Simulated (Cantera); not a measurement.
Input: 1 mol CaO, 1.8 mol O2, 7.7 mol N2, at 1748 K and 1 atm.

Equilibrium computed with Cantera from the NASA thermochemical tables; the gas is ideal and each condensed phase is pure. Candidate condensed phases: Ca, CaO; 12 gas species. Equilibrium is a limit: real reactors are often held back by kinetics, nucleation or transport.

Base state: N2 0.809, O2 0.188, NO 0.00332, O 3.16e-5 (mole fractions); condensed: CaO(s).

### Question
What changes in the equilibrium state with this change: O2 from 1.8 to 0.68 mol?

### Answer
```tsv
species	before	after
N2	0.809	0.918
O2	0.188	0.0800
NO	0.00332	0.00231
O	3.16e-5	2.06e-5
CaO(s), mol	1.00	1.00
```

### Question
What changes in the equilibrium state with this change: CaO replaced by MgCO3?

### Answer
```
species       before    after
-----------  -------  -------
N2             0.809    0.732
O2             0.188    0.170
CO2                0   0.0952
CO                 0  2.71e-5
NO           0.00332  0.00300
O            3.16e-5  3.00e-5
CaO(s), mol     1.00        0
MgO(s), mol        0     1.00
```
Further candidate phases: C, Mg, MgCO3, MgO.

### Question
What changes in the equilibrium state with this change: temperature from 1748 K to 1473 K?

### Answer
```csv
species,before,after
N2,0.809,0.810
O2,0.188,0.189
NO,0.00332,0.00103
O,3.16e-5,1.21e-6
"CaO(s), mol",1.00,1.00
```
